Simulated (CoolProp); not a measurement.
Vapour-liquid equilibrium of R22 (1) + methanol (2) at 28 kPa; x and y are mole fractions of (1).

The numbers come from the multi-fluid Helmholtz-energy mixture model, Kamei 1995 and de Reuck 1993; pair parameters Bell 2016 in CoolProp.

Q: Give the bubble temperature and the first vapour's composition at x = 0.35, 0.425, 0.875. Is there an azeotrope?

A: x = 0.35: 221.0 K, y = 0.998; x = 0.425: 218.4 K, y = 0.999; x = 0.875: 210.1 K, y = 1.000. No azeotrope shows between x = 0.05 and 0.95.

The pair parameters rest on a limited set of measurements; away from them the model extrapolates. With so large a gap from Raoult's law the liquid may split in two, which this calculation doesn't test in full.
